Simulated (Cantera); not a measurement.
A jet of 4.56 % CH4, 11.7 % O2, 83.8 % N2, equivalence ratio 0.78 at 300 K and 0.210 bar hits a platinum plate 7.7 cm away at a mass flux of 0.16 kg/m²/s; the plate temperature is set and raised in steps from an oxygen-covered start.

Cantera simulation using Deutschmann's 1995 Pt surface mechanism with GRI-Mech 3.0 gas chemistry; the numbers are that mechanism's predictions, not measurements. Catalytic surfaces can have several steady states; this one follows from the mechanism file's or the stated starting coverage.

x: mole fraction at the wall; θ: surface coverage.

| plate T (K) | wall x CH4 | wall x O2 | wall x H2O | wall x OH | wall x CO | wall x CO2 | θ free Pt | θ O* | θ OH* |
|---|---|---|---|---|---|---|---|---|---|
| 850 | 0.0359 | 0.0959 | 0.0182 | <1e-8 | 8.89e-6 | 0.0119 | 0.116 | 0.882 | (withheld) |
| 900 | 0.0264 | 0.0757 | 0.0359 | 2.78e-8 | 9.57e-6 | 0.0236 | 0.181 | 0.817 | (withheld) |
| 950 | 0.0176 | 0.0569 | 0.0523 | 8.30e-8 | 9.05e-6 | 0.0344 | 0.258 | 0.740 | 0.00248 |
| 1000 | 0.0117 | 0.0445 | 0.0630 | 2.23e-7 | 8.37e-6 | 0.0416 | 0.339 | 0.659 | 0.00245 |
| 1050 | 0.00820 | 0.0372 | 0.0693 | 5.22e-7 | 7.97e-6 | 0.0459 | 0.417 | 0.581 | 0.00227 |
| 1100 | 0.00609 | 0.0328 | 0.0730 | 1.12e-6 | 7.94e-6 | 0.0484 | 0.491 | 0.507 | (withheld) |

Task: What belongs in the gaps?

Result: 
- 850, θ OH*: 0.00165
- 900, θ OH*: 0.00222
- 1100, θ OH*: 0.00202
